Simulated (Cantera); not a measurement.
A closed system holds: 1 mol SiHCl3, 0.012 mol C3H8, 170 mol H2, equilibrated at 1050 K and 0.300 bar.

Cantera equilibrium calculation (NASA polynomials, part measured and part estimated; ideal gas, pure solids and liquids). Candidate condensed phases: C, C6H6, C7H8, C8H18, Si, SiC; 109 gas species. Mutual solubility and eutectic melting of coexisting phases are not modelled. The tables' values for SiCl3 are old estimates; treat these amounts as uncertain. Equilibrium is a limit: real reactors are often held back by kinetics, nucleation or transport.

Base state: H2 0.989, HCl 0.00788, SiHCl3 0.00143, SiCl4 0.00110, SiH2Cl2 0.000213, SiCl2 0.000117, SiCl3 8.43e-5 (mole fractions); condensed: Si(s) + SiC(s).

Task: What changes in the equilibrium state with this change: C3H8 from 0.012 to 0.42 mol?

Result: 
```csv
species,before,after
H2,0.989,0.982
HCl,0.00788,0.0165
CH4,9.95e-6,0.00171
SiCl4,0.00110,0.000124
SiH2Cl2,0.000213,5.37e-6
SiCl2,0.000117,2.98e-6
SiHCl3,0.00143,7.65e-5
"Si(s), mol",0.459,0
"SiC(s), mol",0.0343,0.963
```

Task: What changes in the equilibrium state with this change: H2 from 170 to 14 mol?

Result: 
```csv
species,before,after
H2,0.989,0.933
SiCl4,0.00110,0.0304
HCl,0.00788,0.0175
SiHCl3,0.00143,0.0168
SiCl3,8.43e-5,0.00102
SiCl2,0.000117,0.000617
SiH2Cl2,0.000213,0.00106
SiH3Cl,8.23e-6,1.73e-5
"Si(s), mol",0.459,0.200
"SiC(s), mol",0.0343,0.0359
```
